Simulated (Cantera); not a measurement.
Mixture: CH4 : O2 : N2 = 1 : 3.92 : 20.4 (molar parts), at 8.20 bar, adiabatic and at constant volume. Ignition delay is the time to a rise of 400 K.

Detailed kinetics in Cantera: GRI-Mech 3.0 (53 species, 325 reactions).

Task: What does this change do: pressure from 8.20 bar to 1.01 bar?

Result: 
```csv
quantity,before,after
delay at 1175 K,7.76 ms,60.2 ms
delay at 1225 K,4.14 ms,29.3 ms
delay at 1275 K,2.28 ms,14.8 ms
delay at 1325 K,1.30 ms,7.81 ms
delay at 1375 K,0.755 ms,4.28 ms
delay at 1425 K,0.452 ms,2.45 ms
apparent activation energy between 1325 and 1425 K,170 kJ/mol,180 kJ/mol
```
